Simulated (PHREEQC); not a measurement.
0.016 g of hydrous ferric oxide (600 m²/g; 0.2 weak and 0.005 strong sites per Fe, Dzombak-Morel constants, diffuse double layer) in 1 kg of water with 0.1 mol/kgw of an inert sodium salt and 3.6e-08 mol MnCl2, at 25 °C; the pH is set by adding NaOH or the inert anion's acid. No oxygen is let in. CO2 from the air is kept out. Nothing may precipitate in this run.

The numbers come from PHREEQC with the ion-association model, wateq4f.dat.

Q: Predict Mn sorbed (%), surface charge σ (C/m²) at pH = 4.5, 6, 7.5, 8, 9.

A: 
```
pH   Mn sorbed (%)  surface charge σ (C/m²)
---  -------------  -----------------------
4.5            0.0                    0.272
6              0.2                    0.111
7.5           52.6                    0.022
8             89.9                    0.004
9             99.8                   -0.034
```
